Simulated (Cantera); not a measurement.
A Cantera script and its output.

```python
import numpy as np
import cantera as ct

gas = ct.Solution("gri30.yaml")
gas.TPX = 600, 150000, {'CO': 1, 'H2': 0.032, 'CH4': 0.68, 'O2': 3.13, 'N2': 11.8}
inlet = ct.Reservoir(gas, clone=True)
gas.equilibrate("HP")  # start burning
reactor = ct.IdealGasConstPressureReactor(gas, energy="on", clone=False)
exhaust = ct.Reservoir(gas, clone=True)
tau = [0.024, 0.01, 0.0047, 0.0021, 0.00093, 0.00041, 0.00018, 8.2e-05, 3.7e-05][0]
for a, b in ((inlet, reactor), (reactor, exhaust)):
    ct.MassFlowController(a, b, mdot=lambda t: reactor.mass / tau)
net = ct.ReactorNet([reactor])
show = ['CO', 'H2', 'CH4', 'CH2', 'O']

rows = []
print(f"{'tau/s':>10s}{'T/K':>9s}" + "".join(f"{s:>11s}" for s in show))
for tau in [0.024, 0.01, 0.0047, 0.0021, 0.00093, 0.00041, 0.00018, 8.2e-05, 3.7e-05]:
    net.initial_time = 0.0
    net.advance(30 * tau)
    before = gas.X
    net.advance(40 * tau)
    drift = np.max(np.abs(gas.X - before) / (gas.X + 1e-9))
    rows.append([gas.T, *gas[show].X, drift])
    print(f"{tau:10.3e}{gas.T:9.1f}" + "".join(f"{x:11.3e}" for x in gas[show].X))
```

Output:

```
     tau/s      T/K         CO         H2        CH4        CH2          O
 2.400e-02   1968.8  1.653e-03  2.374e-04  8.313e-06  6.367e-08  4.733e-04
 1.000e-02   1954.6  2.789e-03  3.940e-04  1.465e-05  1.261e-07  7.865e-04
 4.700e-03   1935.4  4.363e-03  6.105e-04  2.379e-05  2.167e-07  1.224e-03
 2.100e-03   1904.9  6.905e-03  9.532e-04  4.052e-05  3.671e-07  1.924e-03
 9.300e-04   1860.1  1.072e-02  1.437e-03  7.209e-05  5.946e-07  2.910e-03
 4.100e-04   1796.2  1.640e-02  2.053e-03  1.386e-04  9.307e-07  4.101e-03
 1.800e-04   1704.2  2.565e-02  2.752e-03  3.121e-04  1.478e-06  5.043e-03
 8.200e-05   1546.3  4.504e-02  3.685e-03  1.159e-03  2.889e-06  3.786e-03
 3.700e-05    600.0  6.009e-02  1.923e-03  4.086e-02  1.697e-31  7.606e-17
```

Computed with Cantera and GRI-Mech 3.0 (53 species, 325 reactions).
